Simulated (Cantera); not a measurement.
A closed system holds: 1 mol Si3N4, 0.49 mol N2O, a varied amount of H2, equilibrated at 1648.15 K and 13.3 mbar.

These are equilibrium values from Cantera (NASA tables, ideal gas, pure condensed phases), not measurements of a reactor. Candidate condensed phases: H2O, Si, SiO2, Si2N2O, Si3N4; 35 gas species. Mutual solubility and eutectic melting of coexisting phases are not modelled. The numbers say what is thermodynamically allowed, not how fast it happens.

log p: log10 of the partial pressure in bar; n: condensed amount in mol.

| n(H2) (mol) | log p H2 | log p N2 | log p SiO | log p H | n Si2N2O(s) | n Si3N4(s) | n Si(s) |
|---|---|---|---|---|---|---|---|
| 4.2 | -1.94 | -2.75 | -4.79 | -5.02 | 0.484 | 0.675 | 0 |
| 6.4 | -1.92 | -2.91 | -4.73 | -5.01 | 0.480 | 0.677 | 0 |
| 10 | -1.90 | -3.08 | -4.67 | -5.00 | 0.473 | 0.679 | 0 |
| 16 | -1.90 | -3.17 | -4.64 | -5.00 | 0.461 | ? | 0.276 |
| 24 | -1.90 | -3.17 | -4.64 | -5.00 | 0.447 | ? | 0.904 |
| 37 | -1.90 | -3.17 | -4.64 | -5.00 | 0.423 | ? | 1.92 |
| 58 | -1.89 | -3.32 | -4.49 | -5.00 | 0.345 | 0 | 2.16 |
| 90 | -1.89 | -3.48 | -4.34 | -4.99 | 0.173 | 0 | 2.33 |
| 140 | -1.88 | -3.63 | -4.34 | -4.99 | 0 | 0 | 2.51 |
| 220 | -1.88 | -3.83 | -4.53 | -4.99 | 0 | 0 | 2.50 |

Problem. Fill in the missing entries.

Solution. 
- 16, n Si3N4(s): 0.591
- 24, n Si3N4(s): 0.386
- 37, n Si3N4(s): 0.0535
